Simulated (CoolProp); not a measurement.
Vapour-liquid equilibrium of benzene (1) + cyclohexane (2) at 0.132 MPa; x and y are mole fractions of (1).

The numbers come from the multi-fluid Helmholtz-energy mixture model, Thol 2012 and Zhou 2014; pair parameters Bell 2016 in CoolProp.

**Question.** Give the bubble temperature and the first vapour's composition at x = 0.05, 0.5, 0.8. Is there an azeotrope?

**Answer.** x = 0.05: 89.1 °C, y = 0.067; x = 0.5: 86.1 °C, y = 0.510; x = 0.8: 86.8 °C, y = 0.768. y crosses x between x = 0.5 and 0.65: the model has an azeotrope there.

Pair parameters are fitted to limited data, so mixtures are less certain than the pure fluids.
